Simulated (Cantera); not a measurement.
What does this Cantera script print?

```python
import numpy as np
import cantera as ct

gas_names = """
    AL ALH ALN ALO ALOH ALO2 ALO2H AL2 AL2O AL2O2 H HALO HNO HNO2 HNO3 HO2 H2 H2O H2O2 N NH NH2 NH3
    NH2OH NO NO2 NO3 N2 N2H2 N2H4 N2O O OH O2 O3
""".split()
cond_names = """
    AL(cr) AL(L) ALN(s) AL2O3(a) AL2O3(L) H2O(s) H2O(L)
""".split()


def load(file, names, dense=False):
    # The tables refer to 1 bar. Condensed volumes are neglected.
    table = {s.name: s for s in ct.Species.list_from_file(file)}
    out = []
    for n in names:
        d = dict(table[n].input_data)
        d["thermo"] = dict(d["thermo"], **{"reference-pressure": 1e5})
        if dense:
            d["equation-of-state"] = {"model": "constant-volume", "density": "1e6 g/cm^3"}
        out.append(ct.Species.from_dict(d))
    return out


gas = ct.Solution(thermo="ideal-gas", species=load("nasa_gas.yaml", gas_names))
cond = {s.name: ct.Solution(thermo="fixed-stoichiometry", species=[s], name=s.name)
        for s in load("nasa_condensed.yaml", cond_names, dense=True)}
atoms = {
    'Al': {'AL': 1},
    'H2O': {'H': 2, 'O': 1},
    'N2': {'N': 2},
}
top_T = {'ALN(s)': 2750}  # K; cautious upper limits of use, not melting points


def equilibrate(T, P, feed):
    n = {}
    for name, mol in feed.items():
        for a, k in atoms[name].items():
            n[a] = n.get(a, 0.0) + k * mol
    gas.TPX = T, P, n
    mass = sum(n.values()) * gas.mean_molecular_weight
    gas.equilibrate("TP")
    valid = [c for c in cond.values() if c.min_temp <= T <= top_T.get(c.name, c.max_temp)]
    mix = ct.Mixture([(gas, mass / gas.mean_molecular_weight)] + [(c, 0.0) for c in valid])
    mix.T, mix.P = T, P
    mix.equilibrate("TP", solver="vcs", rtol=1e-11, max_steps=5000)
    return mix


results = []
T = 1275  # K
P = 13332.2  # Pa
for m in [4.9, 7.6, 12, 18, 28, 44, 69, 110, 160, 260]:
    feed = {'Al': 1, 'H2O': 5.1, 'N2': m}  # mol
    mix = equilibrate(T, P, feed)
    results.append((T, P, feed, dict(zip(mix.species_names, mix.species_moles))))

top = {s: max(r[3][s] / sum(r[3][g] for g in gas_names) for r in results) for s in gas_names}
cols = sorted((s for s in top if top[s] > 1e-06), key=lambda s: -top[s])[:5]
seen = [c for c in cond_names if any(r[3].get(c, 0) > 1e-12 for r in results)]
print("log10 of partial pressures in bar; condensed amounts in mol")
print(f"{'n(N2)':>10s}" + "".join(f"{s[:9]:>10s}" for s in cols + seen))
for T, P, feed, n in results:
    ng = sum(n[g] for g in gas_names)
    print(f"{feed['N2']:10.4g}" + "".join(f"{np.log10(max(n[s] / ng * P / 1e5, 1e-99)):10.3f}" for s in cols)
          + "".join(f"{n.get(c, 0):10.4g}" for c in seen))
```

It prints:

```
log10 of partial pressures in bar; condensed amounts in mol
     n(N2)        N2       H2O        H2  AL2O3(a)
       4.9    -1.185    -1.319    -1.699       0.5
       7.6    -1.098    -1.423    -1.803       0.5
        12    -1.029    -1.552    -1.932       0.5
        18    -0.983    -1.682    -2.063       0.5
        28    -0.948    -1.839    -2.219       0.5
        44    -0.923    -2.010    -2.390       0.5
        69    -0.906    -2.189    -2.569       0.5
       110    -0.895    -2.380    -2.760       0.5
       160    -0.889    -2.537    -2.917       0.5
       260    -0.884    -2.742    -3.122       0.5
```

Cantera equilibrium calculation (NASA polynomials, part measured and part estimated; ideal gas, pure solids and liquids).
